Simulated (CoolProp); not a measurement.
Carbonyl sulfide along the isotherm 319.6 K: density (kg/m³) from the reference equation and from simpler models built on Tc = 378.8 K, pc = 63.69 bar, ω = 0.098; each cubic takes its own stable root.

The numbers come from the reference Helmholtz-energy equation of state, Lemmon 2006 in CoolProp. It is a short technical equation, of lower accuracy than the large ones.

```
p (bar)   phase  reference  Redlich-Kwong  Soave-Redlich-Kwong  Peng-Robinson
-------  ------  ---------  -------------  -------------------  -------------
0.302       gas     0.6846         0.6845               0.6846         0.6847
0.573       gas      1.302          1.302                1.302          1.303
1.09        gas      2.488          2.488                2.488          2.490
2.06        gas      4.745          4.743                4.744          4.751
3.9         gas      9.141          9.133                9.140          9.165
7.4         gas      17.98          17.94                17.97              ?
14          gas      36.84          36.59                    ?          37.13
26.6     liquid          ?          825.7                839.8          951.8
50.4     liquid      940.4          849.1                861.3          974.1
95.5     liquid      962.7          884.0                893.9           1008
```

Q: Some entries are withheld; supply them.

A: 
- 7.4, Peng-Robinson: 18.06
- 14, Soave-Redlich-Kwong: 36.72
- 26.6, reference: 926.2
